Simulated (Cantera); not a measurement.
A perfectly stirred reactor is fed with 10.4 % CH4, 18.8 % O2, 70.8 % N2, at 1.01 bar; it is adiabatic with a 500 K inlet, and is followed from long to short residence time, starting on the burning branch (τ in s: 0.23, 0.063, 0.017, 0.0046, 0.0012, 0.00033, 8.9e-05, 2.4e-05, 6.5e-06).

Cantera simulation using GRI-Mech 3.0 (53 species, 325 reactions); the numbers are that mechanism's predictions, not measurements.

One state of this run: T (K) = 2144; x CH4 = 8.54e-5; x O2 = 0.00888; x H2O = 0.173; x OH = 0.00778; x C2H6 = 1.16e-9; x H = 0.00664; x HCO = 2.09e-6. x: mole fraction; the columns are a selection and need not sum to one.

### Question
Which value of τ (s) does it belong to?
A. 0.0012
B. 0.00033
C. 0.063
D. 8.9e-5

### Answer
A, 0.0012
